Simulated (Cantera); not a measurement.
Charge: 1 mol Fe₃O₄, 0.63 mol C, 19 mol H₂, equilibrated at 0.330 Torr.

These are equilibrium values from Cantera (NASA tables, ideal gas, pure condensed phases), not measurements of a reactor. Candidate condensed phases: C, C₆H₆, C₇H₈, C₈H₁₈, Fe, Fe(CO)₅, FeO, Fe(OH)₂, Fe(OH)₃, Fe₂O₃, Fe₃O₄, H₂O; 114 gas species. The numbers say what is thermodynamically allowed, not how fast it happens.

### Question
At 1948 K, list the 7 most abundant gas species with their mole fractions, and the condensed phases.

### Answer
H₂ 0.656, H₂O 0.143, Fe 0.129, H 0.0436, CO 0.0259, CO₂ 0.00129, OH 0.000860. Condensed: gas only.
